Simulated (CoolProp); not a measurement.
Vapour-liquid equilibrium of R227EA (1) + isobutane (2) at 317 kPa; x and y are mole fractions of (1).

The numbers come from the multi-fluid Helmholtz-energy mixture model, Lemmon 2016 and Bücker 2006; pair parameters Bell 2016 in CoolProp.

```json
[
 {"x": "0.05", "bubble temperature, mixture model (°C)": "16.2", "bubble temperature, Raoult's law (°C)": "21.1", "y, mixture model": "0.178", "y, Raoult's law": "0.064"},
 {"x": "0.15", "bubble temperature, mixture model (°C)": "10.5", "bubble temperature, Raoult's law (°C)": "20.2", "y, mixture model": "0.358", "y, Raoult's law": "0.185"},
 {"x": "0.25", "bubble temperature, mixture model (°C)": "8.1", "bubble temperature, Raoult's law (°C)": "19.3", "y, mixture model": "0.442", "y, Raoult's law": "0.300"},
 {"x": "0.35", "bubble temperature, mixture model (°C)": "[?]", "bubble temperature, Raoult's law (°C)": "18.5", "y, mixture model": "0.490", "y, Raoult's law": "0.409"},
 {"x": "0.45", "bubble temperature, mixture model (°C)": "6.4", "bubble temperature, Raoult's law (°C)": "17.6", "y, mixture model": "0.525", "y, Raoult's law": "0.512"},
 {"x": "0.55", "bubble temperature, mixture model (°C)": "6.2", "bubble temperature, Raoult's law (°C)": "16.9", "y, mixture model": "[?]", "y, Raoult's law": "0.610"},
 {"x": "0.65", "bubble temperature, mixture model (°C)": "6.4", "bubble temperature, Raoult's law (°C)": "16.1", "y, mixture model": "0.598", "y, Raoult's law": "0.704"},
 {"x": "0.75", "bubble temperature, mixture model (°C)": "[?]", "bubble temperature, Raoult's law (°C)": "15.4", "y, mixture model": "0.655", "y, Raoult's law": "0.793"},
 {"x": "0.85", "bubble temperature, mixture model (°C)": "8.5", "bubble temperature, Raoult's law (°C)": "14.7", "y, mixture model": "0.742", "y, Raoult's law": "0.879"},
 {"x": "0.95", "bubble temperature, mixture model (°C)": "11.4", "bubble temperature, Raoult's law (°C)": "14.0", "y, mixture model": "0.889", "y, Raoult's law": "0.960"}
]
```

### Question
What belongs in the gaps?

### Answer

- 0.35, bubble temperature, mixture model (°C): 6.9
- 0.55, y, mixture model: 0.558
- 0.75, bubble temperature, mixture model (°C): 7.0

The largest gap from Raoult's law is -11.6 K in bubble temperature, at x = 0.35. y crosses x between x = 0.55 and 0.65: the model has an azeotrope there.

The pair parameters rest on a limited set of measurements; away from them the model extrapolates.
